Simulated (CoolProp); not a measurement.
Ethylbenzene along the isobar 1600 kPa: density (kg/m³) from the reference equation and from simpler models built on Tc = 617.1 K, pc = 3622 kPa, ω = 0.304; each cubic takes its own stable root.

Computed with CoolProp (reference Helmholtz-energy equation of state, Zhou 2012).

| T (K) | phase | reference |
|---|---|---|
| 454.3 | liquid | 716.5 |
| 469.4 | liquid | 699.7 |
| 484.5 | liquid | 682.1 |
| 499.5 | liquid | 663.4 |
| 514.6 | liquid | 643.3 |
| 529.6 | liquid | 621.4 |
| 544.7 | liquid | 596.6 |
| 559.8 | gas | 50.75 |
| 574.8 | gas | 47.06 |
| 589.9 | gas | 44.19 |
| 604.9 | gas | 41.87 |
| 620 | gas | 39.89 |

How far does each simpler model (van der Waals, Soave-Redlich-Kwong) lie from the reference over these 12 states: mean and median of the absolute difference, and the worst?


- van der Waals: mean 39.4 %, median 41.7 %, worst -91.9 % at 544.7 K and 1600 kPa
- Soave-Redlich-Kwong: mean 8.7 %, median 12.0 %, worst -16.5 % at 544.7 K and 1600 kPa

At some of these states van der Waals gives the other phase, because its saturation line lies elsewhere.
